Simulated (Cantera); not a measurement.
Stirred combustor or abatement burner

A perfectly stirred reactor is fed with 11.6 % CH4, 15.4 % O2, 58.0 % N2, 15.0 % H2O, at 5.00 bar; it is adiabatic with a 425 K inlet, and is followed from long to short residence time, starting on the burning branch (τ in s: 0.23, 0.089, 0.034, 0.013, 0.0049, 0.0019, 0.00071, 0.00027, 0.0001, 3.9e-05, 1.5e-05, 5.7e-06).

Cantera simulation using GRI-Mech 3.0 (53 species, 325 reactions); the numbers are that mechanism's predictions, not measurements.

```csv
τ (s),T (K),x CH4,x O2,x H2O,x N2O,x HO2,x CH3,x HCN
0.23,1792,0.00462,0.000222,0.278,5.19e-10,7.22e-8,6.06e-5,1.45e-6
0.089,1799,0.00635,0.000510,0.282,1.10e-9,1.70e-7,0.000100,1.82e-6
0.034,1802,0.00818,0.00116,0.286,2.44e-9,4.09e-7,0.000160,2.05e-6
0.013,1795,0.0100,0.00259,0.290,5.61e-9,1.04e-6,0.000243,1.98e-6
0.0049,1766,0.0121,0.00588,0.291,1.41e-8,3.01e-6,0.000346,1.37e-6
0.0019,1656,0.0171,0.0170,0.286,4.87e-8,1.38e-5,0.000403,2.38e-7
0.00071,425,0.116,0.154,0.150,<1e-12,<1e-12,<1e-12,<1e-12
0.00027,425,0.116,0.154,0.150,<1e-12,<1e-12,<1e-12,<1e-12
0.00010,425,0.116,0.154,0.150,<1e-12,<1e-12,<1e-12,<1e-12
3.9e-5,425,0.116,0.154,0.150,<1e-12,<1e-12,<1e-12,<1e-12
1.5e-5,425,0.116,0.154,0.150,<1e-12,<1e-12,<1e-12,<1e-12
5.7e-6,425,0.116,0.154,0.150,<1e-12,<1e-12,<1e-12,<1e-12
```
x: mole fraction; the columns are a selection and need not sum to one.
